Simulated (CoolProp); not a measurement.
n-perfluorobutane at 298.15 K and 0.903 MPa is throttled through a valve to 0.0905 MPa with no heat exchange. Each further row changes one setting.

The numbers come from the reference Helmholtz-energy equation of state, Gao 2022 in CoolProp.

```csv
case,temperature change (K),final phase,final density (kg/m³)
as stated,-29.8,"two-phase, vapour fraction 0.341",?
outlet pressure 0.0271 MPa,-55.6,"two-phase, vapour fraction 0.578",?
outlet pressure 0.118 MPa,?,"two-phase, vapour fraction 0.272",?
```

Q: Some entries are withheld; supply them.

A: 
- as stated, final density (kg/m³): 29.3
- outlet pressure 0.0271 MPa, final density (kg/m³): 5.63
- outlet pressure 0.118 MPa, temperature change (K): -23.2
- outlet pressure 0.118 MPa, final density (kg/m³): 46.6
